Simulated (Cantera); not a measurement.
An isothermal, constant-pressure homogeneous reactor starts with 0.436 % CH2O, 0.495 % O2, 99.1 % N2, equivalence ratio 0.88, at 1325 K and 18.0 bar.

Computed with Cantera and GRI-Mech 3.0 (53 species, 325 reactions). The pressure lies above the range GRI-Mech 3.0 was tuned for (to about 10 atm).

One state of this run: x CH2O = <1e-12; x O2 = 0.000594; x CH3 = <1e-12; x CH2CO = <1e-12; x N2O = 8.68e-9; x CO2 = 0.00436; x HCO = <1e-12. x: mole fraction; the columns are a selection and need not sum to one.

Q: Which value of t (s) does it belong to?
A. 1.77
B. 3.00e-5
C. 0.000468
D. 0.00185

A: A, 1.77
